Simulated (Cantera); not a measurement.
Input: 1 mol CF4, 0.09 mol HCl, equilibrated at 2452 °C and 4.50 mbar.

Equilibrium computed with Cantera from the NASA thermochemical tables; the gas is ideal and each condensed phase is pure. Candidate condensed phases: C, C6H6, C7H8, C8H18; 118 gas species. Equilibrium is a limit: real reactors are often held back by kinetics, nucleation or transport.

Base state: F 0.818, CF2 0.0804, CF 0.0502, Cl 0.0237, HF 0.0236, C3 0.00272, C 0.000630, C2 0.000261 (mole fractions); condensed: C(graphite).

### Question
What changes in the equilibrium state with this change: temperature from 2452 °C to 2502 °C?

### Answer
| species | before | after |
|---|---|---|
| F | 0.818 | 0.828 |
| CF2 | 0.0804 | 0.0615 |
| CF | 0.0502 | 0.0576 |
| HF | 0.0236 | 0.0231 |
| Cl | 0.0237 | 0.0232 |
| CF4 | 3.81e-5 | 1.45e-5 |
| C5 | 1.99e-5 | 4.51e-5 |
| C2 | 0.000261 | 0.000500 |
| C3 | 0.00272 | 0.00514 |
| C | 0.000630 | 0.00111 |
| C(graphite), mol | 0.467 | 0.469 |
